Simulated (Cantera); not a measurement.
Input (Python, Cantera) and output of one run.

```python
import numpy as np
import cantera as ct

gas_names = """
    O Cs HCL OH
""".split()
cond_names = """
    CsCL(a) CsCL(b) CsCL(L)
""".split()


# ... load() reads the species with a 1 bar reference pressure and builds the phases ...
species = {s.name: s for s in load("nasa_gas.yaml", gas_names) + load("nasa_condensed.yaml", cond_names)}
# Each term lists the table entries of one substance; the one whose range holds T is used.
reactions = {
    'O(g) + Cs(g) + HCl(g) = OH(g) + CsCl':
        [(-1, ['O']), (-1, ['Cs']), (-1, ['HCL']), (1, ['OH']), (1, ['CsCL(a)', 'CsCL(b)', 'CsCL(L)'])],
}


def pick(names, T):
    return next(species[n] for n in names if species[n].thermo.min_temp <= T <= species[n].thermo.max_temp)


results = []
for label, terms in reactions.items():
    print(label)
    print("     T/K   dH/kJ  dS/(J/K)   dG/kJ   log10 K")
    for T in [373, 573, 773, 973, 1173, 1373, 1573, 1773, 1973]:
        used = [(nu, pick(names, T)) for nu, names in terms]
        dH = sum(nu * s.thermo.h(T) for nu, s in used) / 1e6
        dS = sum(nu * s.thermo.s(T) for nu, s in used) / 1e3
        dG = dH - T * dS / 1e3
        logK = -dG * 1e6 / (ct.gas_constant * T * np.log(10))
        results.append((label, T, dH, dS, dG, logK, [s.name for _, s in used]))
        print(f"{T:8g} {dH:8.1f} {dS:8.1f} {dG:8.1f} {logK:8.2f}")
```

Output:

```
O(g) + Cs(g) + HCl(g) = OH(g) + CsCl
     T/K   dH/kJ  dS/(J/K)   dG/kJ   log10 K
     373   -636.0   -236.1   -547.9    76.73
     573   -633.1   -230.0   -501.4    45.70
     773   -625.6   -219.3   -456.1    30.82
     973   -604.7   -196.3   -413.7    22.21
    1173   -597.7   -189.8   -375.1    16.70
    1373   -590.7   -184.3   -337.7    12.85
    1573   -583.7   -179.5   -301.4    10.01
    1773   -576.7   -175.3   -265.9     7.83
    1973   -569.7   -171.6   -231.2     6.12
```

Cantera with NASA thermochemical tables; ideal gases at 1 bar, condensed phases pure. Condensed species are held in their standard states even where they would react or evaporate.
